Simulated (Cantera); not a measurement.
A closed system holds: 1 mol BN, 11 mol O₂, 64 mol N₂, 2.4 mol H₂O, equilibrated at 1150 °C and 1330 Pa.

Cantera equilibrium calculation (NASA polynomials, part measured and part estimated; ideal gas, pure solids and liquids). Candidate condensed phases: B, BN, B₂O₃, B₃O₃H₃, H₂O; 39 gas species. Gases not in the tables: H₃BO₃. Kinetics and transport are ignored.

Base state: N₂ 0.830, O₂ 0.132, H₂O 0.0246, HBO₂ 0.0125, NO 0.000669, B₂O₃ 0.000186, OH 5.02e-5, BO₂ 3.16e-5 (mole fractions); condensed: gas only.

Task: What changes in the equilibrium state with this change: temperature from 1150 °C to 1677 °C?

Result: 
```json
[
 {"species": "N₂", "before": "0.830", "after": "0.827"},
 {"species": "O₂", "before": "0.132", "after": "0.128"},
 {"species": "H₂O", "before": "0.0246", "after": "0.0243"},
 {"species": "NO", "before": "0.000669", "after": "0.00531"},
 {"species": "HBO₂", "before": "0.0125", "after": "0.0108"},
 {"species": "H", "before": "3.54e-8", "after": "0.000107"},
 {"species": "O", "before": "4.24e-6", "after": "0.00140"},
 {"species": "H₂", "before": "3.77e-7", "after": "0.000115"},
 {"species": "OH", "before": "5.02e-5", "after": "0.00204"}
]
```

Task: What changes in the equilibrium state with this change: temperature from 1150 °C to 602 °C?

Result: 
```
species         before    after
------------  --------  -------
N₂               0.830    0.836
O₂               0.132    0.133
H₂O             0.0246   0.0311
HBO₂            0.0125  1.96e-6
(HBO₂)₃        1.19e-6  3.56e-5
B₂O₃          0.000186    <1e-9
BO₂            3.16e-5    <1e-9
OH             5.02e-5  1.03e-8
B₂O₃(l), mol         0    0.496
```
